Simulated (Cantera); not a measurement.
An adiabatic, constant-volume homogeneous reactor starts with CH4 : CO : O2 : N2 = 1 : 0.28 : 2.89 : 10.9 (molar parts), equivalence ratio 0.74, at 1123 K and 41000 Pa. Integrator tolerance rtol = 1e-08.

Computed with Cantera and GRI-Mech 3.0 (53 species, 325 reactions).

Question: What does this change do: pressure from 41000 Pa to 24000 Pa?

Answer: 
| quantity | before | after |
|---|---|---|
| time of steepest temperature rise | 0.288 s | 0.427 s |
| temperature at 4.00 s | 2607 K | 2575 K |
| equilibrium temperature | 2607 K | 2575 K |
| x(CH4) at 4.00 s | <1e-12 (gas-phase equilibrium <1e-12) | <1e-12 (gas-phase equilibrium <1e-12) |
| x(CO) at 4.00 s | 0.0191 (gas-phase equilibrium 0.0191) | 0.0206 (gas-phase equilibrium 0.0206) |
| x(O2) at 4.00 s | 0.0492 (gas-phase equilibrium 0.0492) | 0.0501 (gas-phase equilibrium 0.0501) |
| x(H) at 4.00 s | 0.00295 (gas-phase equilibrium 0.00295) | 0.00359 (gas-phase equilibrium 0.00359) |
| x(C2H) at 4.00 s | <1e-12 (gas-phase equilibrium <1e-12) | <1e-12 (gas-phase equilibrium <1e-12) |
| x(C2H6) at 4.00 s | <1e-12 (gas-phase equilibrium <1e-12) | <1e-12 (gas-phase equilibrium <1e-12) |
| x(CH2CO) at 4.00 s | <1e-12 (gas-phase equilibrium <1e-12) | <1e-12 (gas-phase equilibrium <1e-12) |

Question: What does this change do: pressure from 41000 Pa to 130000 Pa?

Answer: 
```json
[
 {"quantity": "time of steepest temperature rise", "before": "0.288 s", "after": "0.111 s"},
 {"quantity": "temperature at 4.00 s", "before": "2607 K", "after": "2673 K"},
 {"quantity": "equilibrium temperature", "before": "2607 K", "after": "2673 K"},
 {"quantity": "x(CH4) at 4.00 s", "before": "<1e-12 (gas-phase equilibrium <1e-12)", "after": "<1e-12 (gas-phase equilibrium <1e-12)"},
 {"quantity": "x(CO) at 4.00 s", "before": "0.0191 (gas-phase equilibrium 0.0191)", "after": "0.0156 (gas-phase equilibrium 0.0156)"},
 {"quantity": "x(O2) at 4.00 s", "before": "0.0492 (gas-phase equilibrium 0.0492)", "after": "0.0474 (gas-phase equilibrium 0.0474)"},
 {"quantity": "x(H) at 4.00 s", "before": "0.00295 (gas-phase equilibrium 0.00295)", "after": "0.00187 (gas-phase equilibrium 0.00187)"},
 {"quantity": "x(C2H) at 4.00 s", "before": "<1e-12 (gas-phase equilibrium <1e-12)", "after": "<1e-12 (gas-phase equilibrium <1e-12)"},
 {"quantity": "x(C2H6) at 4.00 s", "before": "<1e-12 (gas-phase equilibrium <1e-12)", "after": "<1e-12 (gas-phase equilibrium <1e-12)"},
 {"quantity": "x(CH2CO) at 4.00 s", "before": "<1e-12 (gas-phase equilibrium <1e-12)", "after": "<1e-12 (gas-phase equilibrium <1e-12)"}
]
```
